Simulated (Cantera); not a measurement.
What does this Cantera script print?

```python
import numpy as np
import cantera as ct

gas = ct.Solution("gri30.yaml")
gas.TPX = 625, 550000, {'CH4': 1, 'O2': 2.33, 'N2': 8.74}
flame = ct.FreeFlame(gas, width=0.012)
flame.set_refine_criteria(ratio=3, slope=0.08, curve=0.16)
flame.transport_model = "mixture-averaged"
flame.solve(loglevel=0, auto=True)
flame.transport_model = "multicomponent"
flame.soret_enabled = True
flame.solve(loglevel=0, refine_grid=True)
z, T = flame.grid, flame.T
thick = (T[-1] - T[0]) / np.gradient(T, z).max()
show = ['CH4', 'O2', 'CH2O', 'H2O', 'H2', 'CO2']
print(f"laminar burning velocity  {flame.velocity[0] * 100:.3f} cm/s")
print(f"burnt temperature         {T[-1]:.1f} K")
print(f"thermal thickness         {thick * 1e3:.4f} mm")
print(f"grid points               {len(z)}")
z0 = z[flame.heat_release_rate.argmax()]
print(f"{'z/mm':>9s}{'T/K':>9s}{'u/(m/s)':>9s}" + "".join(f"{s:>11s}" for s in show))
rows = []
for k in (-3, -2, -1.5, -1, -0.5, -0.25, 0, 0.25, 0.5, 1, 2, 4, 8):
    zz = z0 + k * thick
    rows.append([k * thick, np.interp(zz, z, T), np.interp(zz, z, flame.velocity),
                 *(np.interp(zz, z, flame.X[gas.species_index(s)]) for s in show)])
    print(f"{rows[-1][0] * 1e3:9.3f}{rows[-1][1]:9.1f}{rows[-1][2]:9.3f}" + "".join(f"{x:11.3e}" for x in rows[-1][3:]))
```

It prints:

```
laminar burning velocity  67.327 cm/s
burnt temperature         2309.2 K
thermal thickness         0.0995 mm
grid points               143
     z/mm      T/K  u/(m/s)        CH4         O2       CH2O        H2O         H2        CO2
   -0.298    625.7    0.674  8.271e-02  1.929e-01  5.243e-07  1.377e-04  5.304e-04  1.850e-06
   -0.199    631.0    0.681  8.207e-02  1.925e-01  7.051e-06  1.021e-03  1.282e-03  2.680e-05
   -0.149    645.8    0.697  8.060e-02  1.916e-01  3.042e-05  3.210e-03  2.103e-03  1.215e-04
   -0.099    729.5    0.790  7.438e-02  1.855e-01  2.187e-04  1.358e-02  3.680e-03  1.003e-03
   -0.050   1110.6    1.213  5.069e-02  1.513e-01  1.170e-03  5.480e-02  6.711e-03  8.060e-03
   -0.025   1490.5    1.637  2.691e-02  1.121e-01  1.325e-03  9.451e-02  8.692e-03  1.845e-02
    0.000   1865.1    2.057  5.200e-03  6.812e-02  5.478e-04  1.333e-01  8.720e-03  3.477e-02
    0.025   2029.5    2.231  2.091e-04  4.577e-02  4.885e-05  1.475e-01  5.933e-03  5.103e-02
    0.050   2101.0    2.299  4.626e-06  3.880e-02  1.391e-06  1.507e-01  4.608e-03  6.111e-02
    0.099   2182.6    2.376  5.122e-09  3.410e-02  1.936e-09  1.543e-01  3.496e-03  6.969e-02
    0.199   2252.8    2.443  1.568e-13  3.101e-02  2.937e-11  1.584e-01  2.182e-03  7.505e-02
    0.398   2293.7    2.481  4.046e-15  2.933e-02  1.001e-11  1.611e-01  1.271e-03  7.812e-02
    0.796   2307.7    2.494  8.590e-17  2.875e-02  5.555e-12  1.620e-01  9.521e-04  7.929e-02
```

Detailed kinetics in Cantera: GRI-Mech 3.0 (53 species, 325 reactions). Burning velocities carry a grid error of a few per cent, more on coarse grids.
